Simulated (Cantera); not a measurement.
A Cantera script and its output.

```python
import numpy as np
import cantera as ct

gas = ct.Solution("gri30.yaml")
gas.TPX = 1125, 8600, {'C3H8': 1, 'H2': 2.7}
reactor = ct.IdealGasConstPressureReactor(gas, energy="off", clone=False)
net = ct.ReactorNet([reactor])
net.rtol, net.atol = 1e-08, 1e-18
show = ['C3H8', 'H2', 'C2H4', 'CH4', 'C2H2', 'C2H6', 'CH3']
times = np.geomspace(8e-06, 300, 11)

steps = ct.SolutionArray(gas, extra=["t"])
rows = []
print(f"{'t/s':>10s}{'T/K':>9s}{'P/Pa':>11s}" + "".join(f"{s:>11s}" for s in show))
for t in times:
    while net.time < t:
        t_next = net.step()
        steps.append(gas.state, t=t_next)
    rows.append([np.interp(t, steps.t, y) for y in (steps.T, steps.P, *steps(*show).X.T)])
    print(f"{t:10.3e}{rows[-1][0]:9.1f}{rows[-1][1]:11.4g}" + "".join(f"{x:11.3e}" for x in rows[-1][2:]))
rate = np.gradient(steps.T, steps.t)
print("integrator steps:", len(steps.t))
if steps.T.max() > steps.T[0] + 200:
    print(f"time of steepest temperature rise: {steps.t[rate.argmax()]:.4e} s")
gas.TPX = 1125, 8600, {'C3H8': 1, 'H2': 2.7}
gas.equilibrate("TP")
print(f"equilibrium (TP): T = {gas.T:.1f} K  " + "  ".join(f"{s} {gas[s].X[0]:.3e}" for s in show))
```

Output:

```
       t/s      T/K       P/Pa       C3H8         H2       C2H4        CH4       C2H2       C2H6        CH3
 8.000e-06   1125.0       8600  2.703e-01  7.297e-01  7.911e-08  5.582e-08  1.319e-16  1.435e-08  7.935e-07
 4.576e-05   1125.0       8600  2.703e-01  7.297e-01  3.711e-06  2.054e-06  1.456e-13  3.979e-07  5.415e-06
 2.618e-04   1125.0       8600  2.701e-01  7.296e-01  1.206e-04  9.098e-05  2.575e-10  6.681e-06  4.223e-05
 1.497e-03   1125.0       8600  2.665e-01  7.276e-01  2.889e-03  2.673e-03  1.859e-07  9.997e-05  1.622e-04
 8.565e-03   1125.0       8600  2.386e-01  7.121e-01  2.469e-02  2.349e-02  1.496e-05  8.929e-04  1.681e-04
 4.899e-02   1125.0       8600  1.267e-01  6.499e-01  1.119e-01  1.075e-01  4.455e-04  3.541e-03  1.192e-04
 2.802e-01   1125.0       8600  5.635e-03  5.824e-01  2.009e-01  2.014e-01  5.237e-03  4.324e-03  2.173e-05
 1.603e+00   1125.0       8600  3.171e-05  5.815e-01  1.941e-01  2.065e-01  1.413e-02  3.796e-03  6.078e-06
 9.169e+00   1125.0       8600  1.249e-05  5.871e-01  1.632e-01  2.086e-01  3.787e-02  3.179e-03  5.635e-06
 5.245e+01   1125.0       8600  9.023e-06  5.806e-01  1.274e-01  2.292e-01  6.039e-02  2.442e-03  5.236e-06
 3.000e+02   1125.0       8600  7.159e-06  5.323e-01  1.069e-01  3.026e-01  5.629e-02  1.890e-03  4.993e-06
integrator steps: 1098
equilibrium (TP): T = 1125.0 K  C3H8 1.205e-06  H2 3.448e-01  C2H4 3.962e-02  CH4 5.833e-01  C2H2 3.180e-02  C2H6 4.645e-04  CH3 2.804e-06
```

Model: GRI-Mech 3.0 (53 species, 325 reactions), integrated in Cantera. GRI-Mech 3.0 was tuned for natural gas; its chemistry of propane as a main component is partial and can be far from experiment. GRI-Mech 3.0 stops at C3 and has no aromatics, soot or wall deposition, so with more carbon than oxygen in the feed, carbon stays in small species such as C2H2 where larger ones or solid carbon would form.
